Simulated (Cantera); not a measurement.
A freely propagating, adiabatic, planar premixed flame of CH3OH : O2 : N2 = 1 : 1.61 : 6.06 (molar parts), equivalence ratio 0.93, unburnt at 348 K and 3750 Torr; mixture-averaged transport, grid criteria slope 0.08 and curve 0.16, no radiation.

Model: GRI-Mech 3.0 (53 species, 325 reactions), integrated in Cantera. GRI-Mech 3.0 was tuned for natural gas; its chemistry of methanol as a main component is partial and can be far from experiment. Burning velocities carry a grid error of a few per cent, more on coarse grids.

Task: What does this change do: 0.26 parts H2 added?

Result: 
```json
[
 {"quantity": "laminar burning velocity", "before": "29.2 cm/s", "after": "39.4 cm/s"},
 {"quantity": "thermal thickness", "before": "0.111 mm", "after": "0.0901 mm"},
 {"quantity": "peak x(HO2)", "before": "0.00162", "after": "0.00194"},
 {"quantity": "peak x(CH2O)", "before": "0.00708", "after": "0.00769"},
 {"quantity": "peak x(CH3)", "before": "3.43e-5", "after": "5.98e-5"}
]
```

Task: What does this change do: 0.29 parts H2O added?

Result: 
```
quantity                     before      after
------------------------  ---------  ---------
laminar burning velocity  29.2 cm/s  26.0 cm/s
thermal thickness          0.111 mm   0.123 mm
peak x(HO2)                 0.00162    0.00145
peak x(CH2O)                0.00708    0.00661
peak x(CH3)                 3.43e-5    2.76e-5
```
